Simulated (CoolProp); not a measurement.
A single-stage vapour-compression cycle with R22: evaporating at 194.15 K (dew point), condensing at 238.15 K (bubble point), superheat 2 K, subcooling 8 K, compressor efficiency 0.8, no pressure losses. Each further row changes one setting.

Computed with CoolProp (reference Helmholtz-energy equation of state, Kamei 1995).

```tsv
case	cooling COP	pressure ratio	discharge temperature (K)	refrigerating effect (kJ/kg)	volumetric capacity (kJ/m³)
as stated	___	11.8	317.7	219	130
evaporating temperature 199.15 K	3.62	___	305.8	221	___
condensing temperature 233.15 K	___	9.44	305.7	224	133
subcooling 13 K	3.12	11.8	317.7	224	133
superheat 12 K	___	11.8	330.4	224	___
compressor efficiency 0.7	2.67	11.8	332.5	219	130
```

**Question.** Fill in the missing entries.

**Answer.** 
- as stated, cooling COP: 3.05
- evaporating temperature 199.15 K, pressure ratio: 8.38
- evaporating temperature 199.15 K, volumetric capacity (kJ/m³): 182
- condensing temperature 233.15 K, cooling COP: 3.50
- superheat 12 K, cooling COP: 2.98
- superheat 12 K, volumetric capacity (kJ/m³): 127
